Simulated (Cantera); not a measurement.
Feed: 1 mol SF6, 0.074 mol O2, at 3298 K and 0.100 bar.

Equilibrium computed with Cantera from the NASA thermochemical tables; the gas is ideal and each condensed phase is pure. Candidate condensed phases: S; 25 gas species. Kinetics and transport are ignored.

Base state: F 0.852, S 0.118, SO 0.0110, O 0.00953, S2 0.00448, SF 0.00407, SO2 0.000195, O2 0.000110 (mole fractions); condensed: gas only.

Question: What changes in the equilibrium state with this change: O2 from 0.074 to 2.4 mol?

Answer: 
```json
[
 {"species": "F", "before": "0.852", "after": "0.594"},
 {"species": "O", "before": "0.00953", "after": "0.238"},
 {"species": "O2", "before": "0.000110", "after": "0.0690"},
 {"species": "S", "before": "0.118", "after": "0.0226"},
 {"species": "SO2", "before": "0.000195", "after": "0.0233"},
 {"species": "SO", "before": "0.0110", "after": "0.0523"},
 {"species": "S2", "before": "0.00448", "after": "0.000163"},
 {"species": "FO", "before": "2.48e-6", "after": "4.33e-5"},
 {"species": "SF2", "before": "4.91e-5", "after": "4.54e-6"},
 {"species": "SF", "before": "0.00407", "after": "0.000540"}
]
```
